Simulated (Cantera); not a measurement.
Source: NASA polynomial tables (part measured, part estimated), evaluated in Cantera. Values are per mole of reaction as written; species without (g) are pure solids or liquids, kept so even where they would boil at 1 bar. ZrN: taken at fixed stoichiometry.

Question: Between 300 and 2773 K, where is each reaction favourable under standard conditions?
- NO(g) + ZrO2 ⇌ 3 O(g) + ZrN

Answer: 
- NO(g) + ZrO2 ⇌ 3 O(g) + ZrN: ΔG° is 1310 kJ at 300 K and 630 kJ at 2773 K; it stays positive (K < 1). ΔH° is 1408 kJ and ΔS° 281 J/K at 2773 K.
